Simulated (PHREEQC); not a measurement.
Na2SO4 is added in steps, without added water, to 1 kg of water holding 0.018 mol Pb(NO3)2, 0.0018 mol CuCl2 and 0.0028 mol NaHCO3, at 25 °C. O2 is buffered at 0.21 atm. CO2 is held at log p = -1 (atm). The run lets Cu(OH)2, Malachite, Brochantite, Antlerite, Atacamite, Cu2(OH)3NO3, Litharge, Cerrusite, Hydrocerrusite, Anglesite, Cotunnite, Laurionite, Larnakite, Halite, Mirabilite, Chalcanthite, Nahcolite, Natron precipitate or redissolve, and no other solid.

Base run: PHREEQC, ion-association model, wateq4f.dat. Each further column changes one thing. The table gives pH.

| Na2SO4 added (mol) | base | all activity coefficients set to 1 | Davies equation for every ion | Debye-Hückel limiting law |
|---|---|---|---|---|
| 0 | 4.12 | 4.00 | 4.13 | 4.18 |
| 0.003375 | 4.17 | 4.05 | 4.17 | 4.22 |
| 0.01013 | 4.33 | 4.21 | 4.33 | 4.37 |
| 0.0135 | 4.48 | 4.37 | 4.48 | 4.52 |
| 0.02025 | 5.29 | 5.21 | 5.30 | 5.34 |
| 0.02363 | 5.32 | 5.27 | 5.33 | 5.37 |
| 0.03037 | 5.36 | 5.35 | 5.37 | 5.40 |
| 0.03375 | 5.37 | 5.38 | 5.38 | 5.42 |
| 0.0405 | 5.39 | 5.43 | 5.40 | 5.44 |
| 0.04387 | 5.40 | 5.46 | 5.41 | 5.45 |
| 0.05063 | 5.42 | 5.50 | 5.43 | 5.47 |
| 0.054 | 5.43 | 5.52 | 5.43 | 5.48 |
